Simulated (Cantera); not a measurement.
A closed system holds: 1 mol Zr, 3 mol N2O, equilibrated at 2500 K.

These are equilibrium values from Cantera (NASA tables, ideal gas, pure condensed phases), not measurements of a reactor. Candidate condensed phases: Zr, ZrN, ZrO2; 13 gas species. Kinetics and transport are ignored.

Question: Which condensed phases are stable at each of these points (P (Pa)): 0.100, 1.50, 22, 320, 4600, 68000, 1000000?

Answer: 
```tsv
P (Pa)	condensed phases	Zr condensed (%)
0.100	gas only	0.0
1.50	ZrO2(tetragonal)	88.5
22	ZrO2(tetragonal)	99.4
320	ZrO2(tetragonal)	100.0
4600	ZrO2(tetragonal)	100.0
68000	ZrO2(tetragonal)	100.0
1000000	ZrO2(tetragonal)	100.0
```

At 0.100 Pa nothing is condensed. From 1.50 Pa to 1000000 Pa the condensed part is ZrO2(tetragonal).
